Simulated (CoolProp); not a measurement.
A single-stage vapour-compression cycle with the fluid: evaporating at 326.15 K (dew point), condensing at 347.15 K (bubble point), superheat 8 K, subcooling 8 K, compressor efficiency 0.8, no pressure losses. The same conditions are run with several fluids, on thermodynamics alone (safety and materials aside).

Values from CoolProp's reference Helmholtz-energy equation of state of each fluid (vinyl chloride: Thol 2022; R152A: Outcalt 1996; isobutane: Bücker 2006; c-C4F8 (RC318): Platzer 1990; 1,2-dichloroethane: Thol 2015; cis-2-butene: Lemmon 2005). The equations of Platzer and Polt are older, rougher fits.

Question: Rank vinyl chloride, R152A, isobutane, c-C4F8 (RC318), 1,2-dichloroethane, cis-2-butene by cooling COP, highest first.

Answer: 1,2-dichloroethane (12.2), cis-2-butene (11.9), vinyl chloride (11.7), isobutane (11.6), c-C4F8 (RC318) (11.4), R152A (11.2)

```json
[
 {"fluid": "vinyl chloride", "pressure ratio": "1.62", "discharge temperature (K)": "366.0", "refrigerating effect (kJ/kg)": "282", "volumetric capacity (kJ/m³)": "6060"},
 {"fluid": "R152A", "pressure ratio": "1.62", "discharge temperature (K)": "362.1", "refrigerating effect (kJ/kg)": "227", "volumetric capacity (kJ/m³)": "8600"},
 {"fluid": "isobutane", "pressure ratio": "1.61", "discharge temperature (K)": "353.4", "refrigerating effect (kJ/kg)": "276", "volumetric capacity (kJ/m³)": "5010"},
 {"fluid": "c-C4F8 (RC318)", "pressure ratio": "1.67", "discharge temperature (K)": "349.2", "refrigerating effect (kJ/kg)": "81.7", "volumetric capacity (kJ/m³)": "4940"},
 {"fluid": "1,2-dichloroethane", "pressure ratio": "2.13", "discharge temperature (K)": "366.0", "refrigerating effect (kJ/kg)": "330", "volumetric capacity (kJ/m³)": "417"},
 {"fluid": "cis-2-butene", "pressure ratio": "1.68", "discharge temperature (K)": "357.1", "refrigerating effect (kJ/kg)": "343", "volumetric capacity (kJ/m³)": "3740"}
]
```
